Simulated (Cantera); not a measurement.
Standard-state values (1 bar) from the NASA 1993 polynomials, evaluated with Cantera. Values are per mole of reaction as written; species without (g) are pure solids or liquids, kept so even where they would boil at 1 bar.

Task: Between 573 and 973 K, where is each reaction favourable under standard conditions?
- FeS₂ + 4 H(g) = Fe + 2 H₂S(g)

Result: 
- FeS₂ + 4 H(g) = Fe + 2 H₂S(g): ΔG° is -694 kJ at 573 K and -647 kJ at 973 K; it stays negative (K > 1). ΔH° is -771 kJ and ΔS° -128 J/K at 973 K.
